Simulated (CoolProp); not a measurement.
Vapour-liquid equilibrium of CHF3 (R23) (1) + CH2F2 (R32) (2) at 1.4 MPa; x and y are mole fractions of (1).

The numbers come from the multi-fluid Helmholtz-energy mixture model, Penoncello 2003 and Tillner-Roth 1997; pair parameters Bell 2016 in CoolProp.

```csv
x,bubble temperature (K),y at the bubble point,dew temperature at overall composition x (K),liquid density (mol/L)
0.05,288.5,0.104,290.0,[?]
0.15,283.3,0.285,287.3,18.80
0.25,278.6,0.435,284.4,18.63
0.35,274.2,0.559,281.3,[?]
0.45,270.2,0.661,278.1,18.21
0.55,[?],0.746,274.5,17.97
0.65,[?],0.818,[?],17.70
0.75,260.1,0.879,266.3,17.42
0.85,257.2,0.932,261.6,17.12
0.95,254.5,0.978,256.2,16.81
```

Problem. Complete the blanks.

Solution. 
- 0.05, liquid density (mol/L): 18.95
- 0.35, liquid density (mol/L): 18.44
- 0.55, bubble temperature (K): 266.5
- 0.65, bubble temperature (K): 263.2
- 0.65, dew temperature at overall composition x (K): 270.6

No azeotrope shows between x = 0.05 and 0.95.

The pair parameters rest on a limited set of measurements; away from them the model extrapolates.
